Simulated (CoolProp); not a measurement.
Sulfur hexafluoride along the isotherm 274.9 K: fugacity coefficient from the reference equation and from simpler models built on Tc = 318.7 K, pc = 3755 kPa, ω = 0.210; each cubic takes its own stable root.

Computed with CoolProp (reference Helmholtz-energy equation of state, Guder 2009).

| p (kPa) | phase | reference |
|---|---|---|
| 5.94 | gas | 0.9991 |
| 10.6 | gas | 0.9985 |
| 18.8 | gas | 0.9973 |
| 33.4 | gas | 0.9952 |
| 59.4 | gas | 0.9914 |
| 106 | gas | 0.9847 |
| 188 | gas | 0.9730 |
| 334 | gas | 0.9520 |
| 594 | gas | 0.9148 |
| 1060 | gas | 0.8476 |
| 1880 | liquid | 0.5795 |

Question: How far does each simpler model (van der Waals, Redlich-Kwong) lie from the reference over these 11 states: mean and median of the absolute difference, and the worst?

Answer: 
- van der Waals: mean 4.0 %, median 0.3 %, worst +35.8 % at 274.9 K and 1880 kPa
- Redlich-Kwong: mean 1.4 %, median 0.1 %, worst +13.5 % at 274.9 K and 1880 kPa

At some of these states van der Waals gives the other phase, because its saturation line lies elsewhere.
